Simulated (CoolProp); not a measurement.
Saturation properties of decamethyltetrasiloxane (MD2M).

Model: reference Helmholtz-energy equation of state, Thol 2017, in CoolProp.

```tsv
T (K)	p (kPa)	vapour density (kg/m³)	liquid cp (kJ/(kg K))	surface tension (mN/m)
388.7	8.803	0.8558	1.940	___
398.8	12.94	1.231	1.962	9.74
408.9	18.56	1.730	1.985	9.06
419	26.00	2.380	2.007	8.39
429.1	35.67	3.213	2.029	7.73
439.2	48.01	4.263	2.051	7.10
449.3	63.51	5.570	2.074	6.47
459.4	82.69	7.179	___	5.87
469.5	___	9.141	2.118	5.28
```

Q: Some entries are withheld; supply them.

A: 
- 388.7, surface tension (mN/m): 10.4
- 459.4, liquid cp (kJ/(kg K)): 2.096
- 469.5, p (kPa): 106.1

It boils at 467.6 K under 1 atm.

Surface tension comes from a separate correlation (Mulero 2014), older than this fluid's equation and unchecked against measurements.
